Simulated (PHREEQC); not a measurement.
Solution (28 °C): 5.6e-05 mol/kgw Ca(HCO3)2 and 0.0033 mol/kgw NaHCO3. Closed to the air; pH follows from the charge balance.

The numbers come from PHREEQC with the ion-association model, phreeqc.dat.

| quantity | before | after |
|---|---|---|
| pH | 8.23 | 8.22 |
| NaHCO3 (mol/kgw) | 5.33e-6 | 1.15e-5 |
| NaCO3- (mol/kgw) | 1.88e-6 | 4.03e-6 |

### Question
Which change was made?
(A) NaHCO3 from 0.0033 to 0.00495 mol/kgw
(B) NaHCO3 replaced by NaNO3 at the same molality
(C) Ca(HCO3)2 replaced by NH4HCO3 at the same molality
(D) NaHCO3 from 0.0033 to 0.00297 mol/kgw
(E) Ca(HCO3)2 replaced by Li2CO3 at the same molality

### Answer
A, NaHCO3 from 0.0033 to 0.00495 mol/kgw

This is a speciation only: nothing precipitates in the calculation.
